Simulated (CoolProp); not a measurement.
Computed with CoolProp (reference Helmholtz-energy equation of state, Thol 2019).

For n-hexane, give the phase and the Z, cp (kJ/(kg K)), speed of sound (m/s), isothermal compressibility (1/MPa) at 326.85 °C and 18.3 MPa; 326.85 °C and 21.3 MPa; 326.85 °C and 27.4 MPa.


- 326.85 °C and 18.3 MPa: supercritical; Z 0.786, cp 3.41, speed of sound 417, isothermal compressibility 0.0170
- 326.85 °C and 21.3 MPa: supercritical; Z 0.875, cp 3.37, speed of sound 463, isothermal compressibility 0.0131
- 326.85 °C and 27.4 MPa: supercritical; Z 1.05, cp 3.31, speed of sound 543, isothermal compressibility 0.00874
